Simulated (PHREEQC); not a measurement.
Make-up at 25 °C: 0.0022 mol/kgw CdCl2 and 0.00017 mol/kgw H3BO3. Closed to the air; pH follows from the charge balance.

Equilibrium calculation in PHREEQC: ion-association model, wateq4f.dat.

This is a speciation only: nothing precipitates in the calculation.

Order these Cl species by the share of Cl that they hold, largest first: CdCl+, Cl-, CdCl2.

Cl- (89 %), CdCl+ (11 %), CdCl2 (0.30 %)

Order these Cd species by the share of Cd that they hold, largest first: CdCl+, Cd+2, CdCl2.

Cd+2 (78 %), CdCl+ (21 %), CdCl2 (0.30 %)

The pH is 6.21 and the ionic strength 0.00564 mol/kgw.
